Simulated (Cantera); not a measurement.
Input: 1 mol Si, 27 mol HCl, 42 mol N2, equilibrated at 0.133 bar.

Equilibrium computed with Cantera from the NASA thermochemical tables; the gas is ideal and each condensed phase is pure. Candidate condensed phases: NH4Cl, Si, Si3N4; 28 gas species. The tables' values for SiCl3 are old estimates; treat these amounts as uncertain. Equilibrium is a limit: real reactors are often held back by kinetics, nucleation or transport.

x: gas mole fraction; nothing condenses.

```csv
T (°C),x N2,x HCl,x H2,x SiCl4,x SiCl2,x SiCl3
400,0.618,0.338,0.0294,0.0147,<1e-12,8.48e-11
475,0.618,0.338,0.0294,0.0147,<1e-12,2.02e-9
550,0.618,0.338,0.0294,0.0147,[?],2.68e-8
625,0.618,0.338,0.0294,0.0147,[?],2.29e-7
700,0.618,0.338,0.0294,0.0147,[?],1.40e-6
775,0.618,0.338,0.0294,0.0147,[?],6.53e-6
850,0.618,0.338,0.0294,0.0147,[?],2.47e-5
925,0.618,0.338,0.0293,0.0146,[?],7.87e-5
1000,0.618,0.338,0.0292,0.0144,[?],0.000216
1075,0.617,0.339,0.0290,0.0140,[?],0.000517
1150,0.617,0.340,0.0284,0.0132,[?],0.00108
1225,0.616,0.342,0.0273,0.0117,[?],0.00192
1300,0.615,0.344,0.0256,0.00941,[?],0.00286
1375,0.614,0.348,0.0235,0.00686,[?],0.00357
```

Task: Some entries are withheld; supply them.

Result: 
- 550, x SiCl2: 4.38e-12
- 625, x SiCl2: 1.72e-10
- 700, x SiCl2: 3.80e-9
- 775, x SiCl2: 5.33e-8
- 850, x SiCl2: 5.19e-7
- 925, x SiCl2: 3.76e-6
- 1000, x SiCl2: 2.12e-5
- 1075, x SiCl2: 9.57e-5
- 1150, x SiCl2: 0.000348
- 1225, x SiCl2: 0.00101
- 1300, x SiCl2: 0.00228
- 1375, x SiCl2: 0.00411
